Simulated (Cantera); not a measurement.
A perfectly stirred reactor is fed with 8.17 % H₂, 91.8 % O₂, at 10.00 Torr; it is held at 950 K, and followed from long to short residence time.

Cantera simulation using the H2/O2 subset of GRI-Mech 3.0, which has no nitrogen chemistry; the numbers are that mechanism's predictions, not measurements. Radical loss at walls, strong at low pressure, is not modelled. The temperature is held fixed by assumption; the heat of reaction is taken as removed at once.

x: mole fraction; the columns are a selection and need not sum to one.

```json
[
 {"τ (s)": "11", "x H₂": "0.000242", "x O₂": "0.914", "x OH": "0.000153", "x H₂O": "0.0849", "x HO₂": "[?]", "x O": "0.000239", "x H": "1.62e-5"},
 {"τ (s)": "3.8", "x H₂": "0.000451", "x O₂": "0.914", "x OH": "0.000227", "x H₂O": "0.0846", "x HO₂": "[?]", "x O": "0.000464", "x H": "4.67e-5"},
 {"τ (s)": "1.3", "x H₂": "0.000833", "x O₂": "0.914", "x OH": "0.000344", "x H₂O": "0.0840", "x HO₂": "[?]", "x O": "0.000888", "x H": "0.000135"},
 {"τ (s)": "0.44", "x H₂": "0.00153", "x O₂": "0.913", "x OH": "0.000535", "x H₂O": "0.0830", "x HO₂": "[?]", "x O": "0.00166", "x H": "0.000392"},
 {"τ (s)": "0.15", "x H₂": "0.00276", "x O₂": "0.911", "x OH": "0.000836", "x H₂O": "0.0811", "x HO₂": "[?]", "x O": "0.00300", "x H": "0.00111"},
 {"τ (s)": "0.051", "x H₂": "0.00500", "x O₂": "0.908", "x OH": "0.00130", "x H₂O": "0.0774", "x HO₂": "1.02e-5", "x O": "0.00520", "x H": "0.00299"},
 {"τ (s)": "0.017", "x H₂": "0.00923", "x O₂": "0.903", "x OH": "0.00195", "x H₂O": "0.0700", "x HO₂": "1.09e-5", "x O": "0.00842", "x H": "0.00737"},
 {"τ (s)": "0.0058", "x H₂": "0.0171", "x O₂": "0.897", "x OH": "0.00263", "x H₂O": "0.0576", "x HO₂": "1.07e-5", "x O": "0.0114", "x H": "0.0140"},
 {"τ (s)": "0.0020", "x H₂": "0.0326", "x O₂": "0.897", "x OH": "0.00293", "x H₂O": "0.0397", "x HO₂": "[?]", "x O": "0.0113", "x H": "0.0168"},
 {"τ (s)": "0.00067", "x H₂": "0.0616", "x O₂": "0.908", "x OH": "0.00190", "x H₂O": "0.0152", "x HO₂": "[?]", "x O": "0.00572", "x H": "0.00800"}
]
```

Task: Fill in the missing entries.

Result: 
- 11, x HO₂: 2.48e-6
- 3.8, x HO₂: 3.67e-6
- 1.3, x HO₂: 5.19e-6
- 0.44, x HO₂: 6.95e-6
- 0.15, x HO₂: 8.71e-6
- 0.0020, x HO₂: 9.66e-6
- 0.00067, x HO₂: 7.59e-6
